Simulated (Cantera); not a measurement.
Input: 1 mol BF3, 0.82 mol O2, 0.18 mol N2, 48 mol H2, at 1875 °C and 280 Pa.

Cantera equilibrium calculation (NASA polynomials, part measured and part estimated; ideal gas, pure solids and liquids). Equilibrium is a limit: real reactors are often held back by kinetics, nucleation or transport.

```
species    before     after
-------  --------  --------
H2          0.852     0.907
HF         0.0424    0.0421
H          0.0727    0.0172
BOF        0.0151    0.0171
H2O        0.0106    0.0109
BO        0.00123  0.000184
OH       0.000116   1.78e-5
BO2       2.09e-5   3.48e-6
BF        2.25e-5   5.96e-6
HBO       0.00114  0.000620
B2O3      3.05e-5   2.61e-5
```
Gas species are given as mole fractions.

**Question.** Name the change that produced these shifts.
A) temperature from 1875 °C to 1652 °C
B) temperature from 1875 °C to 2002 °C
C) pressure from 280 Pa to 28000 Pa
D) pressure from 280 Pa to 133 Pa

**Answer.** A, temperature from 1875 °C to 1652 °C
